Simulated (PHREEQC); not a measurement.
1 kg of water holding 0.016 mol MgCl2, 0.0055 mol CaCl2 and 0.035 mol NaCl is evaporated at 20 °C; the solids stay in contact with the brine. CO2 from the air is kept out. Only these solids could form: Bischofite, Brucite, Halite, Portlandite, MgCl2_4H2O.

Equilibrium calculation in PHREEQC: Pitzer model, pitzer.dat.

Problem. Predict ionic strength, water activity, Cl in solution (mol/kgw) at water left (kg) = 0.2533, 0.04335, 0.00903.

Solution. 
```tsv
water left (kg)	ionic strength	water activity	Cl in solution (mol/kgw)
0.2533	0.393	0.991	0.308
0.04335	2.30	0.945	1.80
0.00903	9.29	0.684	6.91
```

Complexes and solids missing from the database can't appear.
